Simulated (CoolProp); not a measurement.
Properties of hydrogen chloride along the isobar 0.332 MPa.

The numbers come from the reference Helmholtz-energy equation of state, Thol 2018 in CoolProp.

```json
[
 {"T (°C)": "1.35", "phase": "gas", "density (kg/m³)": "5.445", "cp (kJ/(kg K))": "0.8515", "expansivity (1/kK)": "3.968", "fugacity coefficient": "0.9747"},
 {"T (°C)": "6.25", "phase": "gas", "density (kg/m³)": "5.341", "cp (kJ/(kg K))": "0.8475", "expansivity (1/kK)": "3.877", "fugacity coefficient": "0.9761"},
 {"T (°C)": "11.25", "phase": "gas", "density (kg/m³)": "5.240", "cp (kJ/(kg K))": "0.8438", "expansivity (1/kK)": "3.790", "fugacity coefficient": "0.9774"},
 {"T (°C)": "16.25", "phase": "gas", "density (kg/m³)": "5.143", "cp (kJ/(kg K))": "0.8404", "expansivity (1/kK)": "3.707", "fugacity coefficient": "0.9786"},
 {"T (°C)": "21.15", "phase": "gas", "density (kg/m³)": "5.051", "cp (kJ/(kg K))": "0.8374", "expansivity (1/kK)": "3.630", "fugacity coefficient": "0.9797"},
 {"T (°C)": "26.15", "phase": "gas", "density (kg/m³)": "4.961", "cp (kJ/(kg K))": "0.8346", "expansivity (1/kK)": "3.556", "fugacity coefficient": "0.9808"},
 {"T (°C)": "31.15", "phase": "gas", "density (kg/m³)": "4.875", "cp (kJ/(kg K))": "0.8320", "expansivity (1/kK)": "3.485", "fugacity coefficient": "0.9818"},
 {"T (°C)": "36.05", "phase": "gas", "density (kg/m³)": "4.793", "cp (kJ/(kg K))": "0.8297", "expansivity (1/kK)": "3.419", "fugacity coefficient": "0.9827"},
 {"T (°C)": "41.05", "phase": "gas", "density (kg/m³)": "4.712", "cp (kJ/(kg K))": "0.8276", "expansivity (1/kK)": "3.354", "fugacity coefficient": "0.9835"},
 {"T (°C)": "46.05", "phase": "gas", "density (kg/m³)": "4.635", "cp (kJ/(kg K))": "0.8257", "expansivity (1/kK)": "3.293", "fugacity coefficient": "0.9843"},
 {"T (°C)": "50.95", "phase": "gas", "density (kg/m³)": "4.561", "cp (kJ/(kg K))": "0.8240", "expansivity (1/kK)": "3.235", "fugacity coefficient": "0.9850"},
 {"T (°C)": "55.95", "phase": "gas", "density (kg/m³)": "4.489", "cp (kJ/(kg K))": "0.8224", "expansivity (1/kK)": "3.178", "fugacity coefficient": "0.9857"},
 {"T (°C)": "60.95", "phase": "gas", "density (kg/m³)": "4.419", "cp (kJ/(kg K))": "0.8210", "expansivity (1/kK)": "3.124", "fugacity coefficient": "0.9864"},
 {"T (°C)": "65.85", "phase": "gas", "density (kg/m³)": "4.352", "cp (kJ/(kg K))": "0.8197", "expansivity (1/kK)": "3.073", "fugacity coefficient": "0.9870"}
]
```
